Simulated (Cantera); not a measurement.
Input (Python, Cantera):

```python
import numpy as np
import cantera as ct

gas = ct.Solution("h2o2.yaml")
gas.TPX = 350, 11000, {'H2': 1, 'O2': 0.167, 'N2': 0.627}
flame = ct.FreeFlame(gas, width=0.19)
flame.set_refine_criteria(ratio=3, slope=0.08, curve=0.16)
flame.transport_model = "mixture-averaged"
flame.solve(loglevel=0, auto=True)
flame.transport_model = "multicomponent"
flame.soret_enabled = False
flame.solve(loglevel=0, refine_grid=True)
z, T = flame.grid, flame.T
thick = (T[-1] - T[0]) / np.gradient(T, z).max()
show = ['H2', 'O2', 'H2O', 'HO2', 'O', 'H2O2']
print(f"laminar burning velocity  {flame.velocity[0] * 100:.3f} cm/s")
print(f"burnt temperature         {T[-1]:.1f} K")
print(f"thermal thickness         {thick * 1e3:.4f} mm")
print(f"grid points               {len(z)}")
z0 = z[flame.heat_release_rate.argmax()]
print(f"{'z/mm':>9s}{'T/K':>9s}{'u/(m/s)':>9s}" + "".join(f"{s:>11s}" for s in show))
rows = []
for k in (-3, -2, -1.5, -1, -0.5, -0.25, 0, 0.25, 0.5, 1, 2, 4, 8):
    zz = z0 + k * thick
    rows.append([k * thick, np.interp(zz, z, T), np.interp(zz, z, flame.velocity),
                 *(np.interp(zz, z, flame.X[gas.species_index(s)]) for s in show)])
    print(f"{rows[-1][0] * 1e3:9.3f}{rows[-1][1]:9.1f}{rows[-1][2]:9.3f}" + "".join(f"{x:11.3e}" for x in rows[-1][3:]))
```

Result:

```
laminar burning velocity  234.271 cm/s
burnt temperature         1792.6 K
thermal thickness         7.4766 mm
grid points               141
     z/mm      T/K  u/(m/s)         H2         O2        H2O        HO2          O       H2O2
  -22.430    350.0    2.343  5.574e-01  9.309e-02  9.252e-15  6.779e-15  8.244e-16  4.057e-17
  -14.953    350.0    2.343  5.574e-01  9.309e-02  1.435e-12  1.212e-12  1.002e-13  1.657e-14
  -11.215    350.0    2.343  5.574e-01  9.309e-02  4.048e-11  3.807e-11  2.297e-12  5.363e-13
   -7.477    350.0    2.343  5.574e-01  9.309e-02  1.813e-08  2.251e-08  5.020e-10  3.500e-10
   -3.738    374.2    2.498  5.555e-01  9.291e-02  8.007e-04  7.912e-05  5.144e-06  8.017e-06
   -1.869    619.8    4.074  5.292e-01  8.494e-02  2.103e-02  2.918e-05  1.083e-04  5.340e-06
    0.000    968.5    6.205  4.380e-01  5.208e-02  9.369e-02  9.120e-06  1.220e-03  4.679e-08
    1.869   1174.3    7.460  3.593e-01  8.259e-03  1.796e-01  1.342e-06  7.246e-04  1.721e-08
    3.738   1251.3    7.920  3.511e-01  6.663e-04  1.951e-01  1.000e-07  1.697e-04  8.919e-09
    7.477   1332.1    8.387  3.575e-01  3.831e-05  1.973e-01  5.374e-09  1.167e-04  9.897e-09
   14.953   1422.2    8.898  3.666e-01  2.655e-05  1.984e-01  3.522e-09  1.042e-04  1.062e-08
   29.906   1513.6    9.407  3.761e-01  1.972e-05  1.998e-01  2.581e-09  7.998e-05  9.318e-09
   59.813   1597.8    9.867  3.850e-01  1.233e-05  2.011e-01  1.699e-09  5.154e-05  6.489e-09
```

Model: the H2/O2 subset of GRI-Mech 3.0, which has no nitrogen chemistry, integrated in Cantera. Burning velocities carry a grid error of a few per cent, more on coarse grids.
